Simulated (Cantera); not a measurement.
Charge: 1 mol Al, 1.1 mol HCl, 79 mol N₂, equilibrated at 2.00 mbar.

Method: chemical equilibrium by Gibbs-energy minimisation in Cantera with the NASA 1993 tables (ideal gas, pure condensed phases). Candidate condensed phases: Al, AlCl₃, AlN, NH₄Cl; 20 gas species. Kinetics and transport are ignored.

### Question
Which condensed phases are stable at each of these points (T (K)): 1198, 1298, 1398, 1498, 1598, 1698, 1798, 1898?

### Answer
| T (K) | condensed phases | Al condensed (%) |
|---|---|---|
| 1198 | AlN(s) | 74.3 |
| 1298 | AlN(s) | 72.2 |
| 1398 | AlN(s) | 59.5 |
| 1498 | AlN(s) | 18.9 |
| 1598 | gas only | 0.0 |
| 1698 | gas only | 0.0 |
| 1798 | gas only | 0.0 |
| 1898 | gas only | 0.0 |

From 1198 K to 1498 K the condensed part is AlN(s). From 1598 K to 1898 K nothing is condensed.
